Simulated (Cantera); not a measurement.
Charge: 1 mol Si, 0.029 mol O2, 14 mol H2, at 100000 Pa.

Cantera equilibrium calculation (NASA polynomials, part measured and part estimated; ideal gas, pure solids and liquids). Candidate condensed phases: H2O, Si, SiO2; 18 gas species. Gases not in the tables: Si2H6 and higher silanes. Equilibrium is a limit: real reactors are often held back by kinetics, nucleation or transport. All values below are at 1973 K.

Base state: H2 0.994, SiO 0.00412, H 0.00135, SiH2 9.04e-5, Si 3.16e-5, SiH 2.28e-5 (mole fractions); condensed: Si(l).

What changes in the equilibrium state with this change: 0.095 mol NH3 added?


| species | before | after |
|---|---|---|
| H2 | 0.994 | 0.991 |
| SiO | 0.00412 | 0.00406 |
| N2 | 0 | 0.00333 |
| SiH2 | 9.04e-5 | 9.01e-5 |
| SiH | 2.28e-5 | 2.27e-5 |
| H | 0.00135 | 0.00134 |
| Si | 3.16e-5 | 3.16e-5 |
| Si(l), mol | 0.940 | 0.940 |
Further candidate phases: Si2N2O, Si3N4.
